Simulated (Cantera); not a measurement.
Premixed flame

A freely propagating, adiabatic, planar premixed flame of 10.1 % CH4, 3.24 % H2, 18.2 % O2, 68.5 % N2, equivalence ratio 1.2, unburnt at 650 K and 90.0 Torr; mixture-averaged transport, grid criteria slope 0.08 and curve 0.16, no radiation.

Cantera simulation using GRI-Mech 3.0 (53 species, 325 reactions); the numbers are that mechanism's predictions, not measurements. Burning velocities carry a grid error of a few per cent, more on coarse grids.

| z (mm) | T (K) | u (m/s) | x CH4 | x H2 | x O2 | x C2H4 | x C2H6 | x C2H2 |
|---|---|---|---|---|---|---|---|---|
| -5.95 | 650 | 2.45 | 0.101 | 0.0328 | 0.182 | <1e-8 | 7.72e-8 | <1e-8 |
| -3.97 | 652 | 2.46 | 0.101 | 0.0342 | 0.182 | 9.78e-8 | 2.60e-6 | 1.63e-8 |
| -2.97 | 658 | 2.49 | 0.100 | 0.0362 | 0.181 | 8.00e-7 | 1.65e-5 | 1.34e-7 |
| -1.98 | 705 | 2.69 | 0.0970 | 0.0410 | 0.178 | 1.21e-5 | 0.000143 | 2.12e-6 |
| -0.992 | 1036 | 4.01 | 0.0728 | 0.0508 | 0.152 | 0.000240 | 0.00123 | 4.58e-5 |
| -0.496 | 1422 | 5.59 | 0.0406 | 0.0554 | 0.112 | 0.000647 | 0.000887 | 0.000179 |
| 0 | 1788 | 7.13 | 0.0115 | 0.0538 | 0.0641 | 0.000471 | 7.96e-5 | 0.000358 |
| 0.496 | 1962 | 7.86 | 0.00150 | 0.0455 | 0.0325 | 5.93e-5 | 9.68e-7 | 0.000155 |
| 0.992 | 2004 | 8.02 | 0.000112 | 0.0389 | 0.0187 | 2.14e-6 | <1e-8 | 1.89e-5 |
| 1.98 | 2021 | 8.07 | 4.38e-7 | 0.0363 | 0.0114 | <1e-8 | <1e-8 | 9.99e-8 |
| 3.97 | 2035 | 8.10 | <1e-8 | 0.0372 | 0.00970 | <1e-8 | <1e-8 | <1e-8 |
| 7.93 | 2050 | 8.14 | <1e-8 | 0.0374 | 0.00913 | <1e-8 | <1e-8 | <1e-8 |
| 15.9 | 2075 | 8.23 | <1e-8 | 0.0369 | 0.00854 | <1e-8 | <1e-8 | <1e-8 |
x: mole fraction of selected species; z is measured from the peak of heat release.

```json
{
 "laminar_burning_velocity": "245 cm/s",
 "thermal_thickness": "1.98 mm",
 "peak x(C2H4)": "0.000703",
 "peak x(C2H6)": "0.00134",
 "peak x(C2H2)": "0.000358",
 "grid_points": "149"
}
```
